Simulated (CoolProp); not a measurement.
Model: reference Helmholtz-energy equation of state, Lemmon 2006, in CoolProp. It is a short technical equation, of lower accuracy than the large ones.

Task: Give the vapour pressure (MPa), vapour density (kg/m³), enthalpy of vaporisation (kJ/kg) of saturated acetone at 43.25 °C.

Result: 
| T (°C) | p (MPa) | vapour density (kg/m³) | enthalpy of vaporisation (kJ/kg) |
|---|---|---|---|
| 43.25 | 0.0640 | 1.47 | 515 |
